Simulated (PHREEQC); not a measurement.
A solution holds 68 mmol/kgw HF and 160 mmol/kgw (CH3)4NF, at 71 °C. It is in equilibrium with CO2 at log p = -2 (atm). Otherwise closed; pH follows from the charge balance.

Computed with PHREEQC (ion-association model, wateq4f.dat).

```csv
quantity,before,after
pH,3.91,6.52
ionic strength (mol/kgw),0.160,0.221
F- (mol/kgw),0.135,0.220
HF (mol/kgw),0.0411,0.000157
HF2- (mol/kgw),0.0252,0.000159
H2F2 (mol/kgw),0.000762,1.12e-8
```

Question: Which change was made?
(A) HF replaced by AgF at the same molality
(B) diluted 5-fold with water
(C) HF left out
(D) 0.1 mol/kgw H2SeO3 added
(E) (CH3)4NF from 0.16 to 0.32 mol/kgw

Answer: A, HF replaced by AgF at the same molality

This is a speciation only: nothing precipitates in the calculation. Some of these states are supersaturated (in Ag2CO3, for instance). (CH3)4N+ isn't in the database: it is added as a free cation with an ion size of 4 Å. At this temperature some constants are extrapolated from 25 °C, and those without enthalpy data are left unchanged.
